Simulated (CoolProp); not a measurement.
The fluid at 293.15 K and 13.8 MPa (liquid) is heated at constant pressure to 393.6 K. The same conditions are run with several fluids, on thermodynamics alone (safety and materials aside).

Model: reference Helmholtz-energy equation of state of each fluid (sulfur hexafluoride: Guder 2009; benzene: Thol 2012; ethane: Bücker 2006; carbonyl sulfide: Lemmon 2006; neopentane: Lemmon 2006), in CoolProp.

```
fluid                heat (kJ/kg)    final phase  final density (kg/m³)
-------------------  ------------  -------------  ---------------------
sulfur hexafluoride           109  supercritical                    955
benzene                       186         liquid                    788
ethane                 (withheld)  supercritical                    198
carbonyl sulfide       (withheld)  supercritical                    727
neopentane             (withheld)         liquid             (withheld)
```

Task: What belongs in the gaps?

Result: 
- ethane, heat (kJ/kg): 367
- carbonyl sulfide, heat (kJ/kg): 144
- neopentane, heat (kJ/kg): 248
- neopentane, final density (kg/m³): 510
